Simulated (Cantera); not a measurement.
Ignition delay

Mixture: 13.9 % CH4, 17.4 % O2, 65.3 % N2, 3.47 % CO2, equivalence ratio 1.6, at 10.0 bar, adiabatic and at constant volume. Ignition delay is the time to a rise of 400 K.

Cantera simulation using GRI-Mech 3.0 (53 species, 325 reactions); the numbers are that mechanism's predictions, not measurements.

| T0 (K) | delay (ms) |
|---|---|
| 1075 | 31.7 |
| 1125 | 15.8 |
| 1175 | 8.21 |
| 1225 | 4.42 |
| 1275 | 2.45 |
| 1325 | 1.39 |
| 1375 | 0.807 |

```
Property                                                Result
--------------------------------------------------  ----------
apparent activation energy between 1275 and 1375 K  160 kJ/mol
```
